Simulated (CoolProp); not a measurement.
Vapour-liquid equilibrium of acetone (1) + n-hexane (2) at 43.8 kPa; x and y are mole fractions of (1).

Computed with CoolProp (multi-fluid Helmholtz-energy mixture model, Lemmon 2006 and Thol 2019; pair parameters Bell 2016).

Question: Give the bubble temperature and the first vapour's composition at x = 0.35, 0.65, 0.8. Is there an azeotrope?

Answer: x = 0.35: 27.7 °C, y = 0.577; x = 0.65: 27.2 °C, y = 0.626; x = 0.8: 27.7 °C, y = 0.681. y crosses x between x = 0.5 and 0.65: the model has an azeotrope there.

The pair parameters rest on a limited set of measurements; away from them the model extrapolates.
